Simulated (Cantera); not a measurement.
A Cantera script and what it prints.

```python
import numpy as np
import cantera as ct

gas_names = """
    Electron H H+ H- HO2 H2 H2+ H2- H2O H2O+ H2O2 H2S H2SO4 H3O+ O O+ O- OH OH+ OH- O2 O2+ O2- O3 S S+
    S- SH SO SO2 SO3 S2 S2O S8
""".split()
cond_names = """
    H2O(s) H2O(L) H2SO4(L) S(cr1) S(cr2) S(L)
""".split()


def load(file, names, dense=False):
    # The tables refer to 1 bar. Condensed volumes are neglected.
    table = {s.name: s for s in ct.Species.list_from_file(file)}
    out = []
    for n in names:
        d = dict(table[n].input_data)
        d["thermo"] = dict(d["thermo"], **{"reference-pressure": 1e5})
        if dense:
            d["equation-of-state"] = {"model": "constant-volume", "density": "1e6 g/cm^3"}
        out.append(ct.Species.from_dict(d))
    return out


gas = ct.Solution(thermo="ideal-gas", species=load("nasa_gas.yaml", gas_names))
cond = {s.name: ct.Solution(thermo="fixed-stoichiometry", species=[s], name=s.name)
        for s in load("nasa_condensed.yaml", cond_names, dense=True)}
atoms = {
    'H2S': {'H': 2, 'S': 1},
    'H2': {'H': 2},
    'O2': {'O': 2},
}
top_T = {}  # K; cautious upper limits of use, not melting points


def equilibrate(T, P, feed):
    n = {}
    for name, mol in feed.items():
        for a, k in atoms[name].items():
            n[a] = n.get(a, 0.0) + k * mol
    gas.TPX = T, P, n
    mass = sum(n.values()) * gas.mean_molecular_weight
    gas.equilibrate("TP")
    valid = [c for c in cond.values() if c.min_temp <= T <= top_T.get(c.name, c.max_temp)]
    mix = ct.Mixture([(gas, mass / gas.mean_molecular_weight)] + [(c, 0.0) for c in valid])
    mix.T, mix.P = T, P
    mix.equilibrate("TP", solver="vcs", rtol=1e-11, max_steps=5000)
    return mix


results = []
feed = {'H2S': 1, 'H2': 4.3, 'O2': 0.43}  # mol
P = 1000  # Pa
for T in [3000, 3250, 3500, 3750, 4000, 4250, 4500, 4750, 5000]:
    mix = equilibrate(T, P, feed)
    results.append((T, P, feed, dict(zip(mix.species_names, mix.species_moles))))

top = {s: max(r[3][s] / sum(r[3][g] for g in gas_names) for r in results) for s in gas_names}
cols = sorted((s for s in top if top[s] > 0.0001), key=lambda s: -top[s])[:6]
seen = [c for c in cond_names if any(r[3].get(c, 0) > 1e-12 for r in results)]
print("log10 of partial pressures in bar; condensed amounts in mol")
print(f"{'T/K':>10s}" + "".join(f"{s[:9]:>10s}" for s in cols + seen))
for T, P, feed, n in results:
    ng = sum(n[g] for g in gas_names)
    print(f"{T:10.4g}" + "".join(f"{np.log10(max(n[s] / ng * P / 1e5, 1e-99)):10.3f}" for s in cols)
          + "".join(f"{n.get(c, 0):10.4g}" for c in seen))
```

It prints:

```
log10 of partial pressures in bar; condensed amounts in mol
       T/K         H        H2         S         O        SO        OH
      3000    -2.180    -2.756    -3.126    -3.446    -3.741    -3.810
      3250    -2.105    -3.222    -3.105    -3.234    -4.226    -4.127
      3500    -2.081    -3.705    -3.098    -3.181    -4.781    -4.570
      3750    -2.074    -4.151    -3.096    -3.167    -5.300    -5.001
      4000    -2.072    -4.549    -3.096    -3.163    -5.763    -5.390
      4250    -2.071    -4.903    -3.096    -3.162    -6.175    -5.737
      4500    -2.071    -5.219    -3.096    -3.162    -6.542    -6.048
      4750    -2.070    -5.502    -3.097    -3.161    -6.871    -6.327
      5000    -2.070    -5.758    -3.098    -3.161    -7.169    -6.578
```

These are equilibrium values from Cantera (NASA tables, ideal gas, pure condensed phases), not measurements of a reactor.
